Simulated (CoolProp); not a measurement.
Nitrogen at 293.15 K and 0.413 MPa is throttled through a valve to 0.214 MPa with no heat exchange. Each further row changes one setting.

Values from CoolProp's reference Helmholtz-energy equation of state, Span 2000.

```csv
case,temperature change (K),final density (kg/m³)
as stated,…,…
outlet pressure 0.0642 MPa,…,0.740
outlet pressure 0.278 MPa,…,…
```

Q: Some entries are withheld; supply them.

A: 
- as stated, temperature change (K): -0.4
- as stated, final density (kg/m³): 2.46
- outlet pressure 0.0642 MPa, temperature change (K): -0.8
- outlet pressure 0.278 MPa, temperature change (K): -0.3
- outlet pressure 0.278 MPa, final density (kg/m³): 3.20
